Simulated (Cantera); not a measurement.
Charge: 1 mol borazine, 0.19 mol NH3, 0.27 mol H2, held at 800 K and 19.0 mbar.

These are equilibrium values from Cantera (NASA tables, ideal gas, pure condensed phases), not measurements of a reactor. Candidate condensed phases: B, BN; 15 gas species. The feed counts by its element totals alone. The numbers say what is thermodynamically allowed, not how fast it happens.

Base state: H2 0.974, N2 0.0260 (mole fractions); condensed: BN(s).

### Question
What changes in the equilibrium state with this change: temperature from 800 K to 1873.15 K?

### Answer
```json
[
 {"species": "H2", "before": "0.974", "after": "0.969"},
 {"species": "N2", "before": "0.0260", "after": "0.0260"},
 {"species": "H", "before": "<1e-9", "after": "0.00462"},
 {"species": "BH2", "before": "<1e-9", "after": "3.70e-5"},
 {"species": "BN(s), mol", "before": "3.00", "after": "3.00"}
]
```
The tables' values for BH2 are old estimates; treat these amounts as uncertain.
